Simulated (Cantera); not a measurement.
Input: 1 mol Si, 1.2 mol H2, at 1 atm.

These are equilibrium values from Cantera (NASA tables, ideal gas, pure condensed phases), not measurements of a reactor. Candidate condensed phases: Si; 9 gas species. Gases not in the tables: Si2H6 and higher silanes. The numbers say what is thermodynamically allowed, not how fast it happens.

### Question
Which condensed phases are stable at each of these points (T (K)): 523, 623, 723, 823, 923, 1023, 1123, 1223, 1323, 1423, 1523, 1623, 1723?

### Answer
```csv
T (K),condensed phases,Si condensed (%)
523,Si(s),100.0
623,Si(s),100.0
723,Si(s),100.0
823,Si(s),100.0
923,Si(s),100.0
1023,Si(s),100.0
1123,Si(s),100.0
1223,Si(s),100.0
1323,Si(s),100.0
1423,Si(s),100.0
1523,Si(s),100.0
1623,Si(s),100.0
1723,Si(l),100.0
```

From 523 K to 1623 K the condensed part is Si(s). At 1723 K the condensed part is Si(l).
